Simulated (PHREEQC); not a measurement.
Metal-bearing waste water (model solution)

Make-up at 25 °C: 0.0093 mol FeSO4, 0.0033 mol CaCl2 and 0.013 mol HCl per kg of water. Closed to the air; pH follows from the charge balance.

Equilibrium calculation in PHREEQC: ion-association model, phreeqc.dat.

```json
{
 "pH": "2.05",
 "ionic_strength": "0.0466 mol/kgw",
 "specific_conductance": "6070 µS/cm",
 "total_alkalinity": "-13.0 meq/kg"
}
```

```
species  molality  activity   log γ
-------  --------  --------  ------
Cl-        0.0195    0.0160  -0.087
H+         0.0105   0.00898  -0.067
Fe+2      0.00761   0.00374  -0.309
SO4-2     0.00477   0.00225  -0.327
Ca+2      0.00274   0.00132  -0.317
HSO4-     0.00238   0.00196  -0.083
```

This is a speciation only: nothing precipitates in the calculation. Complexes and solids missing from the database can't appear.
